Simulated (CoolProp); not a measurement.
Nitrogen along the isotherm -129.55 °C: Z from the reference equation and from simpler models built on Tc = -147.0 °C, pc = 3396 kPa, ω = 0.037; each cubic takes its own stable root.

Values from CoolProp's reference Helmholtz-energy equation of state, Span 2000.

```json
[
 {"p (kPa)": "113", "phase": "gas", "reference": "0.9925"},
 {"p (kPa)": "226", "phase": "gas", "reference": "0.9850"},
 {"p (kPa)": "340", "phase": "gas", "reference": "0.9773"},
 {"p (kPa)": "453", "phase": "gas", "reference": "0.9696"},
 {"p (kPa)": "566", "phase": "gas", "reference": "0.9619"},
 {"p (kPa)": "679", "phase": "gas", "reference": "0.9541"},
 {"p (kPa)": "792", "phase": "gas", "reference": "0.9462"},
 {"p (kPa)": "906", "phase": "gas", "reference": "0.9381"},
 {"p (kPa)": "1020", "phase": "gas", "reference": "0.9300"},
 {"p (kPa)": "1130", "phase": "gas", "reference": "0.9221"},
 {"p (kPa)": "1250", "phase": "gas", "reference": "0.9134"},
 {"p (kPa)": "1360", "phase": "gas", "reference": "0.9054"},
 {"p (kPa)": "1470", "phase": "gas", "reference": "0.8972"},
 {"p (kPa)": "1580", "phase": "gas", "reference": "0.8890"},
 {"p (kPa)": "1700", "phase": "gas", "reference": "0.8799"}
]
```

Problem. How far does each simpler model (Pitzer virial, van der Waals, Soave-Redlich-Kwong, Peng-Robinson) lie from the reference over these 15 states: mean and median of the absolute difference, and the worst?

Solution. 
- Pitzer virial: mean 0.2 %, median 0.1 %, worst +0.7 % at -129.55 °C and 1700 kPa
- van der Waals: mean 0.1 %, median 0.2 %, worst +0.2 % at -129.55 °C and 1360 kPa
- Soave-Redlich-Kwong: mean 0.2 %, median 0.2 %, worst -0.3 % at -129.55 °C and 1700 kPa
- Peng-Robinson: mean 1.1 %, median 1.1 %, worst -2.0 % at -129.55 °C and 1700 kPa
